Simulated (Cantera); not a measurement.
A Cantera script and its output.

```python
import numpy as np
import cantera as ct

surf = ct.Interface("ptcombust.yaml", "Pt_surf")
gas = surf.adjacent["gas"]
gas.TPX = 950, 500000, {'CH4': 0.0076, 'O2': 0.13, 'N2': 0.79, 'H2O': 0.049}
surf.TP = 950, 500000
reactor = ct.FlowReactor(gas, clone=False)
reactor.area = 0.0001  # m2
reactor.surface_area_to_volume_ratio = 1700  # 1/m
reactor.mass_flow_rate = 0.86 * reactor.area * gas.density  # inlet velocity 0.86 m/s
reactor.energy_enabled = False
wall = ct.ReactorSurface(surf, reactor, clone=False)
net = ct.ReactorNet([reactor])
net.rtol, net.atol = 1e-8, 1e-16
show, cover = ['CH4', 'O2', 'H2O', 'CO2', 'CO'], ['PT(S)', 'H(S)', 'O(S)', 'OH(S)', 'CO(S)', 'C(S)']

rows = []
print(f"{'z/m':>9s}{'u/(m/s)':>9s}" + "".join(f"{s:>13s}" for s in show + cover))
for z in [8.3e-05, 0.00014, 0.00023, 0.00039, 0.00064, 0.0011, 0.0018, 0.003, 0.005, 0.0083]:
    net.advance(z)
    rows.append([reactor.speed, *gas[show].X, *surf[cover].coverages])
    print(f"{z:9.4g}{rows[-1][0]:9.3g}" + "".join(f"{x:13.4e}" for x in rows[-1][1:]))
```

It prints:

```
      z/m  u/(m/s)          CH4           O2          H2O          CO2           CO        PT(S)         H(S)         O(S)        OH(S)        CO(S)         C(S)
  8.3e-05     0.86   7.7718e-03   1.3309e-01   5.0195e-02   9.5510e-06   6.5216e-07   7.8148e-02   2.4744e-07   9.1456e-01   7.2493e-03   8.9108e-06   4.5042e-08
  0.00014     0.86   7.7647e-03   1.3308e-01   5.0209e-02   1.6216e-05   9.8754e-07   7.8151e-02   2.4749e-07   9.1456e-01   7.2505e-03   9.0086e-06   4.5006e-08
  0.00023     0.86   7.7535e-03   1.3306e-01   5.0231e-02   2.6864e-05   1.3805e-06   7.8156e-02   2.4757e-07   9.1455e-01   7.2523e-03   9.1203e-06   4.4948e-08
  0.00039     0.86   7.7336e-03   1.3302e-01   5.0270e-02   4.6035e-05   1.8031e-06   7.8164e-02   2.4770e-07   9.1454e-01   7.2555e-03   9.2325e-06   4.4844e-08
  0.00064     0.86   7.7027e-03   1.3296e-01   5.0331e-02   7.6270e-05   2.0920e-06   7.8175e-02   2.4791e-07   9.1452e-01   7.2603e-03   9.2912e-06   4.4680e-08
   0.0011     0.86   7.6460e-03   1.3285e-01   5.0444e-02   1.3201e-04   2.2183e-06   7.8194e-02   2.4827e-07   9.1450e-01   7.2692e-03   9.2724e-06   4.4377e-08
   0.0018     0.86   7.5603e-03   1.3268e-01   5.0613e-02   2.1630e-04   2.2185e-06   7.8222e-02   2.4882e-07   9.1446e-01   7.2825e-03   9.1842e-06   4.3917e-08
    0.003     0.86   7.4155e-03   1.3239e-01   5.0900e-02   3.5881e-04   2.1793e-06   7.8269e-02   2.4975e-07   9.1439e-01   7.3049e-03   9.0221e-06   4.3138e-08
    0.005     0.86   7.1794e-03   1.3193e-01   5.1366e-02   5.9070e-04   2.1137e-06   7.8345e-02   2.5127e-07   9.1427e-01   7.3414e-03   8.7565e-06   4.1864e-08
   0.0083     0.86   6.8044e-03   1.3119e-01   5.2106e-02   9.5838e-04   2.0111e-06   7.8466e-02   2.5367e-07   9.1409e-01   7.3990e-03   8.3325e-06   3.9827e-08
```

Detailed kinetics in Cantera: Deutschmann's 1995 Pt surface mechanism with GRI-Mech 3.0 gas chemistry. Catalytic surfaces can have several steady states; this one follows from the mechanism file's or the stated starting coverage. Mass transfer to the wall is taken as infinitely fast.
